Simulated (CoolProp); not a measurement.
Vapour-liquid equilibrium of R245fa (1) + isopentane (2) at 368.1 K; x and y are mole fractions of (1).

Model: multi-fluid Helmholtz-energy mixture model, Akasaka 2015 and Lemmon 2006; pair parameters Bell 2016, in CoolProp.

```tsv
x	bubble pressure (MPa)	y at the bubble point	dew pressure at overall composition x (MPa)	liquid density (mol/L)
0.05	0.7540	___	0.6775	7.404
0.15	___	0.352	0.7473	7.387
0.25	1.062	0.466	0.8301	7.374
0.35	1.155	0.542	0.9283	7.372
0.45	1.219	0.598	1.042	7.389
0.55	1.260	0.645	1.165	7.438
0.65	1.283	0.690	1.263	7.531
0.75	1.289	0.740	1.287	7.679
0.85	___	0.806	___	7.887
0.95	1.198	0.913	1.169	8.157
```

Task: Fill in the missing entries.

Result: 
- 0.05, y at the bubble point: 0.159
- 0.15, bubble pressure (MPa): 0.9310
- 0.85, bubble pressure (MPa): 1.268
- 0.85, dew pressure at overall composition x (MPa): 1.243

y crosses x between x = 0.65 and 0.75: the model has an azeotrope there.

Pair parameters are fitted to limited data, so mixtures are less certain than the pure fluids.
